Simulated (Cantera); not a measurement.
# Reactions in the system C-O-Ta

Standard-state values (1 bar) from the NASA 1993 polynomials, evaluated with Cantera. Values are per mole of reaction as written; species without (g) are pure solids or liquids, kept so even where they would boil at 1 bar. TaC: taken at fixed stoichiometry.

CO2(g) + Ta → TaO2(g) + C

```csv
T (K),ΔH° (kJ),ΔS° (J/K),ΔG° (kJ),log10 K
300,192.7,30.7,183.4,-31.94
1873,183.0,19.3,146.9,-4.10
1973,182.2,18.9,145.0,-3.84
2073,181.3,18.4,143.1,-3.61
2173,180.4,18.0,141.3,-3.40
2273,179.4,17.6,139.5,-3.21
2373,178.4,17.1,137.8,-3.03
2473,177.3,16.7,136.1,-2.87
```

2 Ta2O5 + C → 4 TaO2(g) + CO2(g)

```tsv
T (K)	ΔH° (kJ)	ΔS° (J/K)	ΔG° (kJ)	log10 K	condensed phases
300	2895.0	1042.4	2582.3	-449.61	Ta2O5(s), C(graphite)
1873	2726.5	863.5	1109.2	-30.93	Ta2O5(s), C(graphite)
1973	2713.6	856.8	1023.1	-27.09	Ta2O5(s), C(graphite)
2073	2459.1	733.0	939.5	-23.67	Ta2O5(l), C(graphite)
2173	2437.3	722.7	866.7	-20.83	Ta2O5(l), C(graphite)
2273	2415.5	712.9	795.0	-18.27	Ta2O5(l), C(graphite)
2373	2393.8	703.6	724.1	-15.94	Ta2O5(l), C(graphite)
2473	2372.1	694.7	654.2	-13.82	Ta2O5(l), C(graphite)
```

O3(g) + 3 TaC → 3 CO(g) + 3 Ta

```
T (K)  ΔH° (kJ)  ΔS° (J/K)  ΔG° (kJ)  log10 K
-----  --------  ---------  --------  -------
300       -41.1      351.3    -146.5    25.50
1873      -79.0      317.9    -674.4    18.81
1973      -83.1      315.7    -706.0    18.69
2073      -87.6      313.5    -737.5    18.58
2173      -92.3      311.3    -768.7    18.48
2273      -97.3      309.1    -799.8    18.38
2373     -102.5      306.8    -830.6    18.28
2473     -108.0      304.6    -861.1    18.19
```
